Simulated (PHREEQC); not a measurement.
## Copper plating or etch bath

Consider water at 25 °C with 0.12 mol CuSO4, 0.00021 mol HCl and 0.18 mol FeCl3 per kg of water. Closed to the air; pH follows from the charge balance.

Model: ion-association model, phreeqc.dat, run in PHREEQC.

Precipitation was switched off in this run.

### Question
Estimate the pH, activity of water, ionic strength.

### Answer
pH 2.16; activity of water 0.987; ionic strength 0.712 mol/kgw.

### Question
In which forms is Cl present?

### Answer
Cl- 79 %, FeCl+2 9.6 %, FeCl2+ 6.6 %, CuCl+ 4.1 %, CuCl2 0.6 % of the Cl.

The solution is supersaturated, for example in Hematite (slow to form), Goethite (slow to form), so a real one may precipitate; this is no full list. The ionic strength is past about 0.7 mol/kgw, beyond the range of this activity model, so the values are rough.
